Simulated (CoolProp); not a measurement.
Values from CoolProp's reference Helmholtz-energy equation of state, Lemmon 2005. It is a short technical equation, of lower accuracy than the large ones.

Problem. For cis-2-butene, give the phase and the cp (kJ/(kg K)), expansivity (1/kK) at 337.4 K and 4.24 MPa; 337.4 K and 10.6 MPa; 337.4 K and 19.1 MPa.

Solution. 
- 337.4 K and 4.24 MPa: liquid; cp 2.41, expansivity 2.27
- 337.4 K and 10.6 MPa: liquid; cp 2.35, expansivity 1.96
- 337.4 K and 19.1 MPa: liquid; cp 2.30, expansivity 1.70
